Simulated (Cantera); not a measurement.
Cantera run:

```python
import numpy as np
import cantera as ct

gas_names = """
    F F2 FS2F,fluorodisu N NF NF2 NF3 N2 S SF SF2 SF3 SF4 SF5 SF6 SN S2 S2F2,thiothiony S8 Si SiF SiF2
    SiF3 SiF4 SiN SiS Si2 Si2N Si3
""".split()
cond_names = """
    S(cr1) S(cr2) S(L) Si(cr) Si(L) Si3N4(a)
""".split()


def load(file, names, dense=False):
    # The tables refer to 1 bar. Condensed volumes are neglected.
    table = {s.name: s for s in ct.Species.list_from_file(file)}
    out = []
    for n in names:
        d = dict(table[n].input_data)
        d["thermo"] = dict(d["thermo"], **{"reference-pressure": 1e5})
        if dense:
            d["equation-of-state"] = {"model": "constant-volume", "density": "1e6 g/cm^3"}
        out.append(ct.Species.from_dict(d))
    return out


gas = ct.Solution(thermo="ideal-gas", species=load("nasa_gas.yaml", gas_names))
cond = {s.name: ct.Solution(thermo="fixed-stoichiometry", species=[s], name=s.name)
        for s in load("nasa_condensed.yaml", cond_names, dense=True)}
atoms = {
    'Si': {'Si': 1},
    'SF6': {'S': 1, 'F': 6},
    'N2': {'N': 2},
}
top_T = {'Si3N4(a)': 2400}  # K; cautious upper limits of use, not melting points


def equilibrate(T, P, feed):
    n = {}
    for name, mol in feed.items():
        for a, k in atoms[name].items():
            n[a] = n.get(a, 0.0) + k * mol
    gas.TPX = T, P, n
    mass = sum(n.values()) * gas.mean_molecular_weight
    gas.equilibrate("TP")
    valid = [c for c in cond.values() if c.min_temp <= T <= top_T.get(c.name, c.max_temp)]
    mix = ct.Mixture([(gas, mass / gas.mean_molecular_weight)] + [(c, 0.0) for c in valid])
    mix.T, mix.P = T, P
    mix.equilibrate("TP", solver="vcs", rtol=1e-11, max_steps=5000)
    return mix


results = []
T = 1248.15  # K
P = 13332.2  # Pa
for m in [0.8, 1, 1.2, 1.4, 1.6, 1.9, 2.1, 2.3, 2.5, 2.7, 2.9, 3.1, 3.3]:
    feed = {'Si': 1, 'SF6': m, 'N2': 62}  # mol
    mix = equilibrate(T, P, feed)
    results.append((T, P, feed, dict(zip(mix.species_names, mix.species_moles))))

top = {s: max(r[3][s] / sum(r[3][g] for g in gas_names) for r in results) for s in gas_names}
cols = sorted((s for s in top if top[s] > 0.001), key=lambda s: -top[s])[:5]
seen = [c for c in cond_names if any(r[3].get(c, 0) > 1e-12 for r in results)]
print("log10 of partial pressures in bar; condensed amounts in mol")
print(f"{'n(SF6)':>10s}" + "".join(f"{s[:9]:>10s}" for s in cols + seen))
for T, P, feed, n in results:
    ng = sum(n[g] for g in gas_names)
    print(f"{feed['SF6']:10.4g}" + "".join(f"{np.log10(max(n[s] / ng * P / 1e5, 1e-99)):10.3f}" for s in cols)
          + "".join(f"{n.get(c, 0):10.4g}" for c in seen))
```

Result:

```
log10 of partial pressures in bar; condensed amounts in mol
    n(SF6)        N2       SF4       SF6      SiF4       SF2
       0.8    -0.885    -6.559   -12.327    -2.677    -4.055
         1    -0.888    -3.443    -7.050    -2.680    -3.102
       1.2    -0.890    -3.017    -6.251    -2.682    -3.049
       1.4    -0.891    -2.786    -5.751    -2.684    -3.086
       1.6    -0.893    -2.625    -5.306    -2.685    -3.209
       1.9    -0.895    -2.452    -4.396    -2.687    -3.772
       2.1    -0.896    -2.405    -3.578    -2.689    -4.497
       2.3    -0.898    -2.398    -3.196    -2.690    -4.866
       2.5    -0.899    -2.397    -2.988    -2.691    -5.070
       2.7    -0.900    -2.396    -2.847    -2.693    -5.211
       2.9    -0.902    -2.397    -2.741    -2.694    -5.317
       3.1    -0.903    -2.397    -2.656    -2.695    -5.403
       3.3    -0.904    -2.398    -2.585    -2.697    -5.476
```

Cantera equilibrium calculation (NASA polynomials, part measured and part estimated; ideal gas, pure solids and liquids). The tables' values for S2F2 (SSF2), SF3, SF5, FS2F (FSSF) are old estimates; treat these amounts as uncertain. Gases not in the tables: S3 to S7.
